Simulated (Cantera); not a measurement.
Input: 1 mol CHF₃, a varied amount of H₂, 0.026 mol F₂, at 750 K and 75.0 Torr.

Cantera equilibrium calculation (NASA polynomials, part measured and part estimated; ideal gas, pure solids and liquids). Candidate condensed phases: C, C₆H₆, C₇H₈, C₈H₁₈; 95 gas species. Condensed phases not in the tables: fluorocarbon polymer. Gases not in the tables: C₂F₆ and larger saturated fluorocarbons. Equilibrium is a limit: real reactors are often held back by kinetics, nucleation or transport.

Q: What share of the C ends up in condensed phases as a function of n(H₂) (mol), at 0.044, 0.082, 0.15, 0.28, 0.53, 0.98, 1.8?

A: 
```csv
n(H₂) (mol),C condensed (%),as
0.044,50.9,C(graphite)
0.082,52.8,C(graphite)
0.15,56.2,C(graphite)
0.28,62.7,C(graphite)
0.53,75.2,C(graphite)
0.98,97.7,C(graphite)
1.8,95.9,C(graphite)
```
